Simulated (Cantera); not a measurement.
A Cantera script and what it prints.

```python
import numpy as np
import cantera as ct

gas_names = """
    Fe FeO Fe(OH)2 H HO2 H2 H2O H2O2 O OH O2 O3
""".split()
cond_names = """
    Fe(a) Fe(c) Fe(d) Fe(L) FeO(s) FeO(L) Fe(OH)2(s) Fe(OH)3(s) Fe2O3(s) Fe3O4(s) H2O(s) H2O(L)
""".split()


def load(file, names, dense=False):
    # The tables refer to 1 bar. Condensed volumes are neglected.
    table = {s.name: s for s in ct.Species.list_from_file(file)}
    out = []
    for n in names:
        d = dict(table[n].input_data)
        d["thermo"] = dict(d["thermo"], **{"reference-pressure": 1e5})
        if dense:
            d["equation-of-state"] = {"model": "constant-volume", "density": "1e6 g/cm^3"}
        out.append(ct.Species.from_dict(d))
    return out


gas = ct.Solution(thermo="ideal-gas", species=load("nasa_gas.yaml", gas_names))
cond = {s.name: ct.Solution(thermo="fixed-stoichiometry", species=[s], name=s.name)
        for s in load("nasa_condensed.yaml", cond_names, dense=True)}
atoms = {
    'Fe3O4': {'Fe': 3, 'O': 4},
    'H2': {'H': 2},
}
top_T = {'Fe2O3(s)': 1830, 'Fe3O4(s)': 1870}  # K; cautious upper limits of use, not melting points


def equilibrate(T, P, feed):
    n = {}
    for name, mol in feed.items():
        for a, k in atoms[name].items():
            n[a] = n.get(a, 0.0) + k * mol
    gas.TPX = T, P, n
    mass = sum(n.values()) * gas.mean_molecular_weight
    gas.equilibrate("TP")
    valid = [c for c in cond.values() if c.min_temp <= T <= top_T.get(c.name, c.max_temp)]
    mix = ct.Mixture([(gas, mass / gas.mean_molecular_weight)] + [(c, 0.0) for c in valid])
    mix.T, mix.P = T, P
    mix.equilibrate("TP", solver="vcs", rtol=1e-11, max_steps=5000)
    return mix


results = []
T = 2273  # K
P = 3700  # Pa
for m in [12, 20, 31, 50, 80, 130, 200, 320]:
    feed = {'Fe3O4': 1, 'H2': m}  # mol
    mix = equilibrate(T, P, feed)
    results.append((T, P, feed, dict(zip(mix.species_names, mix.species_moles))))

top = {s: max(r[3][s] / sum(r[3][g] for g in gas_names) for r in results) for s in gas_names}
cols = sorted((s for s in top if top[s] > 0.001), key=lambda s: -top[s])[:9]
seen = [c for c in cond_names if any(r[3].get(c, 0) > 1e-12 for r in results)]
print("log10 of partial pressures in bar; condensed amounts in mol")
print(f"{'n(H2)':>10s}" + "".join(f"{s[:9]:>10s}" for s in cols + seen))
for T, P, feed, n in results:
    ng = sum(n[g] for g in gas_names)
    print(f"{feed['H2']:10.4g}" + "".join(f"{np.log10(max(n[s] / ng * P / 1e5, 1e-99)):10.3f}" for s in cols)
          + "".join(f"{n.get(c, 0):10.4g}" for c in seen))
```

Result:

```
log10 of partial pressures in bar; condensed amounts in mol
     n(H2)        H2       H2O        Fe         H       FeO        OH     Fe(L)    FeO(L)
        12    -1.690    -2.005    -2.276    -2.921    -4.042    -4.045    0.8182   0.08963
        20    -1.608    -2.207    -2.329    -2.880    -4.379    -4.288         0         0
        31    -1.551    -2.375    -2.497    -2.851    -4.773    -4.485         0         0
        50    -1.512    -2.567    -2.689    -2.832    -5.195    -4.696         0         0
        80    -1.489    -2.762    -2.884    -2.820    -5.607    -4.902         0         0
       130    -1.474    -2.966    -3.088    -2.813    -6.031    -5.114         0         0
       200    -1.466    -3.150    -3.272    -2.809    -6.407    -5.302         0         0
       320    -1.460    -3.352    -3.473    -2.806    -6.816    -5.506         0         0
```

Method: chemical equilibrium by Gibbs-energy minimisation in Cantera with the NASA 1993 tables (ideal gas, pure condensed phases). Each liquid is taken as pure. Mutual solubility and eutectic melting of coexisting phases are not modelled. The tables' stoichiometric FeO is somewhat more stable than real wüstite, so its field is too wide. FeO: taken at fixed stoichiometry.
